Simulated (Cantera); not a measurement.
Input: 1 mol Fe3O4, 9 mol CO, 1.4 mol N2, equilibrated at 2375 K and 97.5 Torr.

Cantera equilibrium calculation (NASA polynomials, part measured and part estimated; ideal gas, pure solids and liquids). Candidate condensed phases: C, Fe, Fe(CO)5, FeO, Fe2O3, Fe3O4; 27 gas species. The tables' stoichiometric FeO is somewhat more stable than real wüstite, so its field is too wide. FeO: taken at fixed stoichiometry. The numbers say what is thermodynamically allowed, not how fast it happens.

Base state: CO 0.695, CO2 0.132, N2 0.129, Fe 0.0411, FeO 0.00193, O 0.000204, NO 0.000156, O2 9.40e-5 (mole fractions); condensed: FeO(l).

What changes in the equilibrium state with this change: pressure from 97.5 Torr to 24.0 Torr?


```json
[
 {"species": "CO", "before": "0.695", "after": "0.585"},
 {"species": "CO2", "before": "0.132", "after": "0.183"},
 {"species": "N2", "before": "0.129", "after": "0.119"},
 {"species": "Fe", "before": "0.0411", "after": "0.102"},
 {"species": "O2", "before": "9.40e-5", "after": "0.00103"},
 {"species": "O", "before": "0.000204", "after": "0.00136"},
 {"species": "FeO", "before": "0.00193", "after": "0.00785"},
 {"species": "FeO(l), mol", "before": "2.53", "after": "1.72"}
]
```

What changes in the equilibrium state with this change: CO from 9 to 1.8 mol?


| species | before | after |
|---|---|---|
| N2 | 0.129 | 0.430 |
| CO2 | 0.132 | 0.304 |
| CO | 0.695 | 0.251 |
| Fe | 0.0411 | 0.00646 |
| O2 | 9.40e-5 | 0.00380 |
| NO | 0.000156 | 0.00181 |
| O | 0.000204 | 0.00130 |
| FeO | 0.00193 | 0.00193 |
| FeO(l), mol | 2.53 | 2.97 |
